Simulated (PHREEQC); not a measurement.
Dissolve 0.038 mol NaOH per kg of water at 20 °C. Closed to the air; pH follows from the charge balance.

Computed with PHREEQC (ion-association model, wateq4f.dat).

```yaml
pH: 12.67
ionic_strength: 0.0380 mol/kgw
total_alkalinity: 38.0 meq/kg
```

```json
[
 {"species": "OH-", "molality": "0.0380", "activity": "0.0316", "log γ": "-0.081"},
 {"species": "Na+", "molality": "0.0380", "activity": "0.0319", "log γ": "-0.076"}
]
```

No solid was allowed to form.
